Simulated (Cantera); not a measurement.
A freely propagating, adiabatic, planar premixed flame of 40.3 % H2, 12.6 % O2, 47.1 % N2, equivalence ratio 1.6, unburnt at 673 K and 0.928 atm; mixture-averaged transport, grid criteria slope 0.08 and curve 0.16, no radiation.

Cantera simulation using the H2/O2 subset of GRI-Mech 3.0, which has no nitrogen chemistry; the numbers are that mechanism's predictions, not measurements. Burning velocities carry a grid error of a few per cent, more on coarse grids.

x: mole fraction of selected species; z is measured from the peak of heat release.

```
z (mm)  T (K)  u (m/s)   x H2     x O2   x H2O2      x H       x O      x OH
------  -----  -------  -----  -------  -------  -------  --------  --------
-1.53     673     11.0  0.403    0.126    <1e-8    <1e-8     <1e-8     <1e-8
-1.02     673     11.0  0.403    0.126    <1e-8    <1e-8     <1e-8     <1e-8
-0.767    673     11.0  0.403    0.126    <1e-8    <1e-8     <1e-8     <1e-8
-0.512    673     11.0  0.403    0.126    <1e-8  3.91e-7     <1e-8     <1e-8
-0.256    690     11.2  0.400    0.125      [?]      [?]       [?]       [?]
-0.128    871     13.9  0.369    0.120  4.69e-6   0.0112  0.000481  0.000668
0        1289     20.0  0.244   0.0731  2.60e-6   0.0641   0.00562   0.00384
0.128    1574     24.1  0.147   0.0178  1.56e-6   0.0999   0.00718   0.00792
0.256    1698     25.8  0.133      [?]      [?]   0.0982       [?]       [?]
0.512    1829     27.6  0.137  0.00413  6.15e-7   0.0844   0.00511    0.0108
1.02     1973     29.4  0.144  0.00298  3.33e-7   0.0674   0.00388    0.0113
2.05     2116     31.2  0.151  0.00191  1.80e-7   0.0508   0.00256    0.0107
4.09     2243     32.7  0.157  0.00106  1.02e-7   0.0360   0.00145   0.00916
```

**Question.** Complete the blanks.

**Answer.** 
- -0.256, x H2O2: 1.77e-6
- -0.256, x H: 0.000508
- -0.256, x O: 1.59e-5
- -0.256, x OH: 7.07e-5
- 0.256, x O2: 0.00659
- 0.256, x H2O2: 1.03e-6
- 0.256, x O: 0.00608
- 0.256, x OH: 0.00955
